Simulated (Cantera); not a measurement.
Input: 1 mol Nb, 4.2 mol O₂, 0.44 mol NH₃, held at 1773.15 K and 97.5 Torr.

Method: chemical equilibrium by Gibbs-energy minimisation in Cantera with the NASA 1993 tables (ideal gas, pure condensed phases). Candidate condensed phases: H₂O, Nb, NbO, NbO₂, Nb₂O₅; 27 gas species. Condensed phases not in the tables: the oxides between NbO₂ and Nb₂O₅. The numbers say what is thermodynamically allowed, not how fast it happens.

Base state: O₂ 0.747, H₂O 0.188, N₂ 0.0618, NO 0.00200, OH 0.00183, O 0.000225, H₂ 2.52e-5 (mole fractions); condensed: Nb₂O₅(s).

### Question
What changes in the equilibrium state with this change: Nb replaced by Cr?

### Answer
| species | before | after |
|---|---|---|
| O₂ | 0.747 | 0.778 |
| H₂O | 0.188 | 0.164 |
| N₂ | 0.0618 | 0.0540 |
| CrO₃ | 0 | 1.35e-5 |
| H₂ | 2.52e-5 | 2.15e-5 |
| OH | 0.00183 | 0.00173 |
| NO | 0.00200 | 0.00191 |
| O | 0.000225 | 0.000230 |
| Nb₂O₅(s), mol | 0.500 | 0 |
| Cr₂O₃(s), mol | 0 | 0.500 |
Gases not in the tables: CrO₂(OH)₂. Further candidate phases: Cr, CrN, Cr₂N, Cr₂O₃.

### Question
What changes in the equilibrium state with this change: pressure from 97.5 Torr to 7.50 Torr?

### Answer
| species | before | after |
|---|---|---|
| O₂ | 0.747 | 0.745 |
| H₂O | 0.188 | 0.186 |
| N₂ | 0.0618 | 0.0618 |
| OH | 0.00183 | 0.00347 |
| H | 3.96e-6 | 2.71e-5 |
| O | 0.000225 | 0.000812 |
| H₂ | 2.52e-5 | 9.03e-5 |
| NO | 0.00200 | 0.00200 |
| Nb₂O₅(s), mol | 0.500 | 0.500 |

### Question
What changes in the equilibrium state with this change: pressure from 97.5 Torr to 10.0 Torr?

### Answer
```
species          before     after
-------------  --------  --------
O₂                0.747     0.746
H₂O               0.188     0.187
N₂               0.0618    0.0618
OH              0.00183   0.00323
H               3.96e-6   2.18e-5
O              0.000225  0.000703
Nb₂O₅(s), mol     0.500     0.500
```
